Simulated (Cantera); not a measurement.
What does this Cantera script print?

```python
import numpy as np
import cantera as ct

gas = ct.Solution("gri30.yaml")
gas.TPX = 1475, 61000, {'CH4': 1, 'N2': 9.5}
reactor = ct.IdealGasConstPressureReactor(gas, energy="off", clone=False)
net = ct.ReactorNet([reactor])
net.rtol, net.atol = 1e-08, 1e-18
show = ['CH4', 'C2H4', 'C2H6', 'H2', 'C2H', 'C2H2', 'H']
times = np.geomspace(4e-05, 3, 9)

steps = ct.SolutionArray(gas, extra=["t"])
rows = []
print(f"{'t/s':>10s}{'T/K':>9s}{'P/Pa':>11s}" + "".join(f"{s:>11s}" for s in show))
for t in times:
    while net.time < t:
        t_next = net.step()
        steps.append(gas.state, t=t_next)
    rows.append([np.interp(t, steps.t, y) for y in (steps.T, steps.P, *steps(*show).X.T)])
    print(f"{t:10.3e}{rows[-1][0]:9.1f}{rows[-1][1]:11.4g}" + "".join(f"{x:11.3e}" for x in rows[-1][2:]))
rate = np.gradient(steps.T, steps.t)
print("integrator steps:", len(steps.t))
if steps.T.max() > steps.T[0] + 200:
    print(f"time of steepest temperature rise: {steps.t[rate.argmax()]:.4e} s")
gas.TPX = 1475, 61000, {'CH4': 1, 'N2': 9.5}
gas.equilibrate("TP")
print(f"equilibrium (TP): T = {gas.T:.1f} K  " + "  ".join(f"{s} {gas[s].X[0]:.3e}" for s in show))
```

It prints:

```
       t/s      T/K       P/Pa        CH4       C2H4       C2H6         H2        C2H       C2H2          H
 4.000e-05   1475.0    6.1e+04  9.524e-02  1.561e-11  9.213e-11  4.321e-07  1.036e-23  7.979e-16  1.051e-08
 1.627e-04   1475.0    6.1e+04  9.523e-02  1.246e-09  6.258e-09  1.793e-06  1.548e-20  2.827e-13  1.056e-08
 6.620e-04   1475.0    6.1e+04  9.522e-02  8.262e-08  3.813e-07  7.479e-06  1.973e-17  8.976e-11  1.125e-08
 2.693e-03   1475.0    6.1e+04  9.517e-02  3.175e-06  1.153e-05  3.610e-05  1.139e-14  2.140e-08  1.605e-08
 1.095e-02   1475.0    6.1e+04  9.489e-02  5.120e-05  8.218e-05  2.230e-04  5.171e-13  2.088e-06  3.467e-08
 4.456e-02   1475.0    6.1e+04  9.308e-02  5.894e-04  2.427e-04  1.928e-03  2.068e-11  1.518e-04  1.633e-07
 1.813e-01   1475.0    6.1e+04  8.509e-02  1.345e-03  1.724e-04  1.236e-02  2.753e-10  3.150e-03  6.715e-07
 7.375e-01   1475.0    6.1e+04  6.628e-02  6.397e-04  6.675e-05  3.894e-02  8.540e-10  1.252e-02  1.652e-06
 3.000e+00   1475.0    6.1e+04  3.552e-02  6.059e-04  1.546e-05  8.120e-02  1.713e-09  2.665e-02  3.246e-06
integrator steps: 1018
equilibrium (TP): T = 1475.0 K  CH4 3.670e-03  C2H4 4.139e-04  C2H6 3.307e-07  H2 1.250e-01  C2H 1.135e-09  C2H2 1.493e-02  H 5.912e-06
```

Cantera simulation using GRI-Mech 3.0 (53 species, 325 reactions); the numbers are that mechanism's predictions, not measurements. GRI-Mech 3.0 stops at C3 and has no aromatics, soot or wall deposition, so with more carbon than oxygen in the feed, carbon stays in small species such as C2H2 where larger ones or solid carbon would form.
